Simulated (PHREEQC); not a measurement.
## Acid rinse or clean

Consider water at 25 °C with 31 mmol/kgw HBr and 18 mmol/kgw FeCl3. Closed to the air; pH follows from the charge balance.

Equilibrium calculation in PHREEQC: ion-association model, phreeqc.dat.

Each row changes one thing in this solution. This is a speciation only: nothing precipitates in the calculation.

```csv
case,pH,ionic strength (mol/kgw),Cl- (mol/kgw),Fe+3 (mol/kgw),FeCl+2 (mol/kgw),FeOH+2 (mol/kgw),SI of Goethite (FeOOH),SI of Hematite (Fe2O3)
as made,1.57,0.119,0.0479,0.0105,0.00531,0.00117,+2.95,+7.91
0.017 mol/kgw Sr(OH)2 added,2.28,0.140,0.0506,0.00575,0.00296,0.00318,+4.77,+11.55
0.0044 mol/kgw Ca(OH)2 added,1.70,0.123,0.0482,0.0101,0.00507,0.00148,+3.30,+8.60
FeCl3 from 0.018 to 0.0198 mol/kgw,1.57,0.127,0.0523,0.0112,0.00612,0.00124,+2.97,+7.94
FeCl3 from 0.018 to 0.009 mol/kgw,1.57,0.0777,0.0250,0.00620,0.00180,0.000731,+2.81,+7.63
temperature from 25 to 60 °C,1.53,0.110,0.0466,0.00559,0.00709,0.00347,+3.64,+9.44
```

Species that the database lacks are ignored. Some of these states are supersaturated (in Hematite (slow to form), Goethite (slow to form), for instance). Away from 25 °C the constants follow the database's enthalpies or fits; those with neither stay at their 25 °C values.
